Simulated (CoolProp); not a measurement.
The fluid at 293.15 K and 0.0548 MPa (gas) is heated at constant pressure to 305.5 K. The same conditions are run with several fluids, on thermodynamics alone (safety and materials aside).

The numbers come from the reference Helmholtz-energy equation of state of each fluid (n-perfluoropentane: Gao 2022; R507A: Lemmon 2003; carbon dioxide: Span 1996; cis-2-butene: Lemmon 2005; C2F6 (R116): Lemmon 2006) in CoolProp. Blends and air are pseudo-pure fits.

| fluid | heat (kJ/kg) | final density (kg/m³) |
|---|---|---|
| n-perfluoropentane | 10.0 | ___ |
| R507A | ___ | ___ |
| carbon dioxide | ___ | ___ |
| cis-2-butene | ___ | ___ |
| C2F6 (R116) | ___ | 2.99 |

Q: What belongs in the gaps?

A: 
- n-perfluoropentane, final density (kg/m³): 6.40
- R507A, heat (kJ/kg): 10.7
- R507A, final density (kg/m³): 2.15
- carbon dioxide, heat (kJ/kg): 10.5
- carbon dioxide, final density (kg/m³): 0.952
- cis-2-butene, heat (kJ/kg): 18.2
- cis-2-butene, final density (kg/m³): 1.23
- C2F6 (R116), heat (kJ/kg): 9.58
